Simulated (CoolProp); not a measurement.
Vapour-liquid equilibrium of R143a (1) + propane (2) at 0.048 MPa; x and y are mole fractions of (1).

Values from CoolProp's multi-fluid Helmholtz-energy mixture model, Lemmon and Jacobsen 2000 and Lemmon 2009; pair parameters Bell 2016.

Problem. Give the bubble temperature and the first vapour's composition at x = 0.125, 0.65, 0.725. Is there an azeotrope?

Solution. x = 0.125: 207.6 K, y = 0.401; x = 0.65: 205.3 K, y = 0.564; x = 0.725: 205.5 K, y = 0.590. y crosses x between x = 0.5 and 0.575: the model has an azeotrope there.

The pair parameters rest on a limited set of measurements; away from them the model extrapolates.
